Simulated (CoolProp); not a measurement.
Model: reference Helmholtz-energy equation of state, Akasaka 2024, in CoolProp.

### Question
For R1132(E), give the phase and the Z, cv (kJ/(kg K)), speed of sound (m/s), isothermal compressibility (1/MPa) at 343.5 K and 6500 kPa; 352.8 K and 6500 kPa; 362.2 K and 6500 kPa.

### Answer
- 343.5 K and 6500 kPa: liquid; Z 0.200, cv 1.11, speed of sound 296, isothermal compressibility 0.0367
- 352.8 K and 6500 kPa: supercritical; Z 0.224, cv 1.14, speed of sound 219, isothermal compressibility 0.110
- 362.2 K and 6500 kPa: supercritical; Z 0.350, cv 1.20, speed of sound 151, isothermal compressibility 0.668
